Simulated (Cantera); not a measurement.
A perfectly stirred reactor is fed with CH4 : CO2 = 1 : 0.75 (molar parts), at 10.0 bar; it is held at 1975 K, and followed from long to short residence time.

Cantera simulation using GRI-Mech 3.0 (53 species, 325 reactions); the numbers are that mechanism's predictions, not measurements.

One state of this run: x CH4 = 0.0392; x CO2 = 0.0302; x H2O2 = 1.36e-11; x CH2 = 6.98e-7; x H2 = 0.387; x OH = 7.55e-6; x C2H4 = 0.00298. x: mole fraction; the columns are a selection and need not sum to one.

Problem. Which value of τ (s) does it belong to?
(A) 0.0023
(B) 9.7
(C) 0.082
(D) 0.0076

Solution. D, 0.0076
